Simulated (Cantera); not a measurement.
# Transport properties of process gases

Gas mixture: 52.9 % CO₂, 47.1 % N₂O, at 8.25 Torr, frozen composition.

Cantera's kinetic-theory transport with the Lennard-Jones parameters of GRI-Mech 3.0, ideal gas; thermal conductivity in the multicomponent form. The composition is frozen, though it would react at the higher temperatures.

```tsv
T (K)	ρ (kg/m³)	cp (J/kg/K)	μ (µPa s)	λ (mW/m/K)	Pr	D (cm²/s) CH₃	D (cm²/s) NH₃	D (cm²/s) H
400	0.0146	953.2	19.6	25.3	0.740	27.1	25.9	154
600	0.00970	1088	27.6	40.7	0.739	56.0	56.4	319
800	0.00728	1179	34.5	55.1	0.737	92.3	96.0	525
1000	0.00582	1244	40.5	68.5	0.736	135	143	769
1200	0.00485	1286	46.1	80.7	0.734	184	198	1050
1400	0.00416	1320	51.2	92.2	0.733	239	258	1360
1600	0.00364	1346	56.0	103	0.732	298	325	1700
1800	0.00323	1366	60.6	113	0.731	363	397	2070
2000	0.00291	1381	64.9	123	0.730	433	475	2460
```
D: mixture-averaged diffusion coefficient of that species in the mixture.
